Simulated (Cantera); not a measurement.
Feed: 1 mol CuO, 0.31 mol C, 2.6 mol N₂.

These are equilibrium values from Cantera (NASA tables, ideal gas, pure condensed phases), not measurements of a reactor. Candidate condensed phases: C, Cu, CuO, Cu₂O; 27 gas species. Each liquid is taken as pure. Mutual solubility and eutectic melting of coexisting phases are not modelled. Equilibrium is a limit: real reactors are often held back by kinetics, nucleation or transport.

Stable condensed phases, one row left out:

```
T in °C \ P in Pa
              10      32     100     320    1000    3200   10000   32000  100000  320000 1000000
   1527        A       A       A       B       B       B       C       C       C       C       C
   1477        A       A       A       B       B       C       C       C       C       C       C
   1427        A       A       B       B       B       C       C       C       C       C       C
   1377        A       A       B       B       B       C       C       C       C       C       C
   1327        A       B       B       B       C       C       C       C       C       C       C
   1277        B       B       B       B       C       C       C       C       C       C       C
   1177        B       B       C       C       C       C       C       C       C       C       C
   1127        B       C       C       C       C       C       C       C       C       C       C
   1077        C       C       C       C       C       C       C       C       C       C       C
   1027        C       C       C       C       C       C       C       C       C       C       C
    977        C       C       C       C       C       C       C       C       C       C       C
    927        C       C       C       C       C       C       C       C       C       C       C
    877        C       C       C       C       C       C       C       C       C       C       C
```

A: gas only; B: Cu; C: Cu + Cu₂O.

Task: Give the row for 1227 °C.

Result: 10: Cu; 32: Cu; 100: Cu; 320: Cu + Cu₂O; 1000: Cu + Cu₂O; 3200: Cu + Cu₂O; 10000: Cu + Cu₂O; 32000: Cu + Cu₂O; 100000: Cu + Cu₂O; 320000: Cu + Cu₂O; 1000000: Cu + Cu₂O.
